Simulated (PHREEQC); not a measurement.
A solution holds 0.015 mol HF, 0.0067 mol (CH3)4NF, 0.00014 mol H2SiF6 and 0.0019 mol H2SO4 per kg of water, at 20 °C. Closed to the air; pH follows from the charge balance.

Model: ion-association model, phreeqc.dat, run in PHREEQC.

Each row changes one thing in this solution. This is a speciation only: nothing precipitates in the calculation.

| case | pH | ionic strength (mol/kgw) | HF (mol/kgw) | F- (mol/kgw) | SO4-2 (mol/kgw) | HF2- (mol/kgw) |
|---|---|---|---|---|---|---|
| as made | 2.61 | 0.0112 | 0.0158 | 0.00526 | 0.00164 | 0.000307 |
| HF from 0.015 to 0.0225 mol/kgw | 2.51 | 0.0118 | 0.0224 | 0.00588 | 0.00159 | 0.000483 |
| H2SO4 from 0.0019 to 0.019 mol/kgw | 1.70 | 0.0391 | ___ | 0.000923 | 0.00936 | 7.01e-5 |
| H2SiF6 left out | 2.63 | 0.0109 | 0.0157 | 0.00542 | 0.00165 | ___ |
| (CH3)4NF replaced by NH4HF2 at the same molality | ___ | 0.0116 | 0.0217 | 0.00581 | 0.00152 | 0.000463 |
| (CH3)4NF left out | ___ | 0.00719 | 0.0129 | 0.00197 | 0.00141 | ___ |
| temperature from 20 to 10 °C | 2.57 | 0.0115 | 0.0156 | 0.00555 | 0.00166 | 0.000287 |

**Question.** Complete the blanks.

**Answer.** 
- H2SO4 from 0.0019 to 0.019 mol/kgw, HF (mol/kgw): 0.0206
- H2SiF6 left out, HF2- (mol/kgw): 0.000312
- (CH3)4NF replaced by NH4HF2 at the same molality, pH: 2.52
- (CH3)4NF left out, pH: 2.28
- (CH3)4NF left out, HF2- (mol/kgw): 9.30e-5

(CH3)4N+ isn't in the database: it is added as a free cation with an ion size of 4 Å. Constants without temperature data keep their 25 °C values here. SiF6-2 is the database's only silicon fluoride.
